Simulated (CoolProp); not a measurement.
The fluid at 231.38 K and 1.26 MPa is throttled through a valve to 0.256 MPa with no heat exchange. The same conditions are run with several fluids, on thermodynamics alone (safety and materials aside).

Model: reference Helmholtz-energy equation of state of each fluid (R141b: Lemmon 2006; propylene glycol: Eisenbach 2021; n-heptane: Span 2003; R245ca: Zhou 2016; n-hexane: Thol 2019), in CoolProp.

| fluid | temperature change (K) | final density (kg/m³) |
|---|---|---|
| R141b | +0.5 | 1360 |
| propylene glycol | +0.4 | 1080 |
| n-heptane | +0.5 | 735 |
| R245ca | +0.3 | 1540 |
| n-hexane | +0.5 | 713 |
